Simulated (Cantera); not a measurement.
**Reactions in the system N-O-P**

Cantera with NASA thermochemical tables; ideal gases at 1 bar, condensed phases pure. Values are per mole of reaction as written; species without (g) are pure solids or liquids, kept so even where they would boil at 1 bar.

P₄O₁₀ + 10 NO(g) = 10 NO₂(g) + P₄(g)

```tsv
T (K)	ΔH° (kJ)	ΔS° (J/K)	ΔG° (kJ)	log10 K
300	2498.0	345.0	2394.5	-416.92
450	2486.1	313.0	2345.2	-272.23
475	2483.9	308.3	2337.5	-257.04
500	2481.6	303.6	2329.8	-243.39
525	2479.3	299.0	2322.3	-231.05
550	2476.8	294.5	2314.9	-219.85
575	2474.3	290.0	2307.6	-209.62
600	2471.7	285.6	2300.4	-200.26
625	2469.1	281.2	2293.3	-191.66
```
